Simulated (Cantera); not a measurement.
Charge: 1 mol CaO, 0.81 mol NF3, 32 mol H2, held at 1625 °C and 700 Pa.

Equilibrium computed with Cantera from the NASA thermochemical tables; the gas is ideal and each condensed phase is pure. Candidate condensed phases: Ca, CaF2, CaO, Ca(OH)2, H2O; 47 gas species. The numbers say what is thermodynamically allowed, not how fast it happens.

Base state: H2 0.906, HF 0.0456, H2O 0.0139, CaF2 0.0127, N2 0.0120, H 0.00890, CaF 0.00103, Ca 0.000185 (mole fractions); condensed: CaO(s).

What changes in the equilibrium state with this change: temperature from 1625 °C to 977 °C?


| species | before | after |
|---|---|---|
| H2 | 0.906 | 0.944 |
| H2O | 0.0139 | 0.0307 |
| HF | 0.0456 | 0.0132 |
| CaF2 | 0.0127 | 4.45e-7 |
| N2 | 0.0120 | 0.0124 |
| CaF | 0.00103 | <1e-9 |
| Ca | 0.000185 | <1e-9 |
| CaO(s), mol | 0.531 | 0 |
| CaF2(s), mol | 0 | 1.000 |
